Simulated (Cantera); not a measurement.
**SiH₂Cl₂ + H₂O + N₂ (silicon oxide and oxynitride deposition)**

Feed: 1 mol SiH₂Cl₂, 0.3 mol H₂O, 2.9 mol N₂, at 1.40 mbar.

Cantera equilibrium calculation (NASA polynomials, part measured and part estimated; ideal gas, pure solids and liquids). Candidate condensed phases: H₂O, NH₄Cl, Si, SiO₂, Si₂N₂O, Si₃N₄; 47 gas species. N₂ is the only nitrogen source here; it is nearly inert below about 1500 K, so the nitride shown seldom forms there in practice. Mutual solubility and eutectic melting of coexisting phases are not modelled. The tables' values for SiCl₃, SiCl, SiN are old estimates; treat these amounts as uncertain. Kinetics and transport are ignored.

```csv
T (K),x N₂,x HCl,x H₂,x SiCl₂,x SiO,x SiCl₄,x H,n Si₂N₂O(s),n Si₃N₄(s)
750,0.540,0.265,0.152,1.42e-10,<1e-12,0.0433,3.30e-12,0.300,0.0674
850,0.535,0.288,0.140,2.80e-8,<1e-12,0.0372,2.05e-10,0.300,0.0766
950,0.531,0.306,0.131,1.78e-6,<1e-12,0.0325,5.37e-9,0.300,0.0835
1050,0.528,0.319,0.124,5.03e-5,<1e-12,0.0289,7.62e-8,0.300,0.0885
1150,0.526,0.328,0.119,0.000774,1.72e-10,0.0253,6.87e-7,0.300,0.0911
1250,0.525,0.326,0.118,0.00705,2.27e-8,0.0194,4.43e-6,0.300,0.0853
1350,0.527,0.295,0.127,0.0344,1.43e-6,0.00877,2.27e-5,0.300,0.0526
1450,0.533,0.236,0.148,0.0743,6.30e-5,0.00173,9.73e-5,0.300,0
1550,0.531,0.229,0.149,0.0820,0.00474,0.000376,0.000324,0.277,0
1650,0.528,0.130,0.176,0.118,0.0455,3.76e-5,0.00102,0.0547,0
1750,0.526,0.109,0.180,0.125,0.0544,8.18e-6,0.00264,0,0
1850,0.523,0.112,0.175,0.121,0.0541,2.98e-6,0.00603,0,0
1950,0.517,0.121,0.165,0.112,0.0535,1.31e-6,0.0124,0,0
```
x: gas mole fraction; n: condensed amount in mol.

From 750 K to 1350 K the condensed part is Si₂N₂O(s) + Si₃N₄(s). From 1450 K to 1650 K the condensed part is Si₂N₂O(s). From 1750 K to 1950 K nothing is condensed. The main Si-bearing gas is SiCl₄ at 750 K and SiCl₂ at 1950 K.
